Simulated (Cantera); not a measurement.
A perfectly stirred reactor is fed with 2.54 % C3H8, 18.1 % O2, 79.4 % N2, equivalence ratio 0.70, at 16.0 bar; it is adiabatic with a 550 K inlet, and is followed from long to short residence time, starting on the burning branch (τ in s: 0.028, 0.015, 0.0075, 0.0039, 0.002, 0.001, 0.00054, 0.00028, 0.00014, 7.4e-05, 3.8e-05, 2e-05, 1e-05).

Cantera simulation using GRI-Mech 3.0 (53 species, 325 reactions); the numbers are that mechanism's predictions, not measurements. GRI-Mech 3.0 was tuned for natural gas; its chemistry of propane as a main component is partial and can be far from experiment. The pressure lies above the range GRI-Mech 3.0 was tuned for (to about 10 atm).

### Question
Predict: blow-out, bracketed by the residence times tried; x(C3H8) at τ = 28.0 ms; x(O2) at τ = 28.0 ms; x(CO2) at τ = 28.0 ms; x(NO) at τ = 28.0 ms; x(N2O) at τ = 28.0 ms; x(C3H8) at τ = 0.540 ms; x(O2) at τ = 0.540 ms; x(CO2) at τ = 0.540 ms; x(NO) at τ = 0.540 ms; x(N2O) at τ = 0.540 ms.

### Answer
- blow-out, bracketed by the residence times tried: burning at 74.0 µs, out at 38.0 µs
- x(C3H8) at τ = 28.0 ms: 3.55e-7
- x(O2) at τ = 28.0 ms: 0.0522
- x(CO2) at τ = 28.0 ms: 0.0741
- x(NO) at τ = 28.0 ms: 6.43e-5
- x(N2O) at τ = 28.0 ms: 9.43e-7
- x(C3H8) at τ = 0.540 ms: 9.98e-6
- x(O2) at τ = 0.540 ms: 0.0535
- x(CO2) at τ = 0.540 ms: 0.0713
- x(NO) at τ = 0.540 ms: 1.75e-5
- x(N2O) at τ = 0.540 ms: 3.09e-6
